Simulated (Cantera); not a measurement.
Input: 1 mol Mg(OH)2, 0.037 mol H2O, equilibrated at 452 °C and 0.000900 bar.

Equilibrium computed with Cantera from the NASA thermochemical tables; the gas is ideal and each condensed phase is pure. Candidate condensed phases: H2O, Mg, MgO, Mg(OH)2; 15 gas species. Equilibrium is a limit: real reactors are often held back by kinetics, nucleation or transport.

Base state: H2O 1.00 (mole fractions); condensed: MgO(s).

Question: What changes in the equilibrium state with this change: temperature from 452 °C to 1825 °C?

Answer: 
```
species       before     after
-----------  -------  --------
H2O             1.00     0.802
H2           1.42e-9    0.0805
O2             <1e-9    0.0378
OH             <1e-9    0.0344
H              <1e-9    0.0291
Mg             <1e-9   0.00643
O              <1e-9   0.00888
MgOH           <1e-9  0.000296
MgO            <1e-9  0.000144
MgO(s), mol     1.00     0.992
```
